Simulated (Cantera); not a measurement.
# Moist CO burnout

A perfectly stirred reactor is fed with 0.109 % CO, 0.257 % O2, 0.761 % H2O, 98.9 % N2, equivalence ratio 0.21, at 4.50 bar; it is held at 1123 K, and followed from long to short residence time.

Detailed kinetics in Cantera: GRI-Mech 3.0 (53 species, 325 reactions).

| τ (s) | x CO | x O2 | x H2O | x OH | x H2 | x CO2 |
|---|---|---|---|---|---|---|
| 14 | 4.14e-5 | 0.00205 | 0.00762 | 1.43e-7 | 7.73e-7 | 0.00105 |
| 6.3 | 7.45e-5 | 0.00207 | 0.00762 | 1.70e-7 | 1.34e-6 | 0.00101 |
| 2.9 | 0.000127 | 0.00209 | 0.00761 | 2.04e-7 | 2.20e-6 | 0.000961 |
| 1.3 | 0.000211 | 0.00213 | 0.00761 | 2.48e-7 | 3.51e-6 | 0.000877 |
| 0.58 | 0.000335 | 0.00220 | 0.00761 | 2.98e-7 | 5.32e-6 | 0.000753 |
| 0.26 | 0.000498 | 0.00228 | 0.00761 | 3.48e-7 | 7.33e-6 | 0.000590 |
| 0.12 | 0.000675 | 0.00237 | 0.00760 | 3.88e-7 | 8.80e-6 | 0.000412 |
| 0.053 | 0.000845 | 0.00245 | 0.00760 | 4.10e-7 | 8.82e-6 | 0.000242 |
| 0.024 | 0.000963 | 0.00251 | 0.00761 | 4.08e-7 | 6.98e-6 | 0.000125 |
| 0.011 | 0.00103 | 0.00254 | 0.00761 | 3.76e-7 | 4.25e-6 | 5.65e-5 |
| 0.0048 | 0.00107 | 0.00256 | 0.00761 | 2.94e-7 | 1.77e-6 | 2.01e-5 |
x: mole fraction; the columns are a selection and need not sum to one.
